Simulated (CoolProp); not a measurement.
Properties of ethane along the isotherm 346.85 °C.

Computed with CoolProp (reference Helmholtz-energy equation of state, Bücker 2006).

| p (bar) | phase | density (kg/m³) | speed of sound (m/s) |
|---|---|---|---|
| 0.77 | gas | 0.4493 | 434.2 |
| 1.13 | gas | 0.6594 | 434.2 |
| 1.66 | gas | 0.9689 | 434.2 |
| 2.44 | gas | 1.425 | 434.1 |
| 3.58 | gas | 2.091 | 434.0 |
| 5.25 | gas | 3.069 | 433.9 |
| 7.7 | gas | 4.505 | 433.7 |
| 11.3 | gas | 6.621 | 433.4 |
| 16.6 | gas | 9.747 | 433.0 |
| 24.4 | gas | 14.37 | 432.6 |
| 35.8 | gas | 21.16 | 432.3 |
| 52.5 | supercritical | 31.18 | 432.3 |
| 77 | supercritical | 45.98 | 433.5 |
| 113 | supercritical | 67.72 | 438.1 |
| 166 | supercritical | 99.09 | 451.0 |
| 244 | supercritical | 142.0 | 481.8 |
